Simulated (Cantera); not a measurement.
Cantera run, input and output.

```python
import numpy as np
import cantera as ct

gas = ct.Solution("gri30.yaml")
gas.TPX = 1748, 1200000, {'CH4': 1, 'O2': 4.44, 'N2': 16.7, 'CO2': 5.6}
reactor = ct.IdealGasReactor(gas, energy="on", clone=False)
net = ct.ReactorNet([reactor])
net.rtol, net.atol = 1e-08, 1e-16
show = ['CH4', 'O2', 'CO2', 'HCO', 'CH3', 'H', 'NO']
times = np.geomspace(2e-06, 3, 11)

steps = ct.SolutionArray(gas, extra=["t"])
rows = []
print(f"{'t/s':>10s}{'T/K':>9s}{'P/Pa':>11s}" + "".join(f"{s:>11s}" for s in show))
for t in times:
    while net.time < t:
        t_next = net.step()
        steps.append(gas.state, t=t_next)
    rows.append([np.interp(t, steps.t, y) for y in (steps.T, steps.P, *steps(*show).X.T)])
    print(f"{t:10.3e}{rows[-1][0]:9.1f}{rows[-1][1]:11.4g}" + "".join(f"{x:11.3e}" for x in rows[-1][2:]))
rate = np.gradient(steps.T, steps.t)
print("integrator steps:", len(steps.t))
if steps.T.max() > steps.T[0] + 200:
    print(f"time of steepest temperature rise: {steps.t[rate.argmax()]:.4e} s")
gas.TPX = 1748, 1200000, {'CH4': 1, 'O2': 4.44, 'N2': 16.7, 'CO2': 5.6}
gas.equilibrate("UV")
print(f"equilibrium (UV): T = {gas.T:.1f} K  " + "  ".join(f"{s} {gas[s].X[0]:.3e}" for s in show))
```

It prints:

```
       t/s      T/K       P/Pa        CH4         O2        CO2        HCO        CH3          H         NO
 2.000e-06   1747.8    1.2e+06  3.599e-02  1.600e-01  2.019e-01  7.102e-10  5.160e-05  2.985e-07  2.263e-12
 8.292e-06   1749.3  1.201e+06  3.521e-02  1.596e-01  2.018e-01  7.012e-08  3.631e-04  2.071e-06  4.197e-11
 3.438e-05   2452.2  1.697e+06  4.331e-15  9.129e-02  2.242e-01  4.945e-09  2.898e-14  1.909e-04  4.554e-05
 1.425e-04   2496.4  1.723e+06  3.639e-18  8.915e-02  2.299e-01  1.802e-09  2.155e-17  1.087e-04  3.934e-04
 5.908e-04   2493.7  1.721e+06  2.541e-18  8.847e-02  2.300e-01  1.763e-09  1.499e-17  1.070e-04  1.744e-03
 2.449e-03   2485.3  1.715e+06  2.341e-18  8.629e-02  2.302e-01  1.645e-09  1.352e-17  1.020e-04  6.022e-03
 1.016e-02   2474.5  1.707e+06  2.098e-18  8.354e-02  2.305e-01  1.505e-09  1.180e-17  9.582e-05  1.144e-02
 4.210e-02   2473.4  1.706e+06  2.073e-18  8.324e-02  2.306e-01  1.491e-09  1.162e-17  9.517e-05  1.202e-02
 1.745e-01   2473.4  1.706e+06  2.073e-18  8.324e-02  2.306e-01  1.491e-09  1.162e-17  9.517e-05  1.202e-02
 7.236e-01   2473.4  1.706e+06  2.073e-18  8.324e-02  2.306e-01  1.491e-09  1.162e-17  9.517e-05  1.202e-02
 3.000e+00   2473.4  1.706e+06  2.073e-18  8.324e-02  2.306e-01  1.491e-09  1.162e-17  9.517e-05  1.202e-02
integrator steps: 1539
time of steepest temperature rise: 2.2639e-05 s
equilibrium (UV): T = 2473.4 K  CH4 2.981e-18  O2 8.324e-02  CO2 2.306e-01  HCO 1.491e-09  CH3 1.671e-17  H 9.517e-05  NO 1.202e-02
```

Computed with Cantera and GRI-Mech 3.0 (53 species, 325 reactions). The pressure lies above the range GRI-Mech 3.0 was tuned for (to about 10 atm).
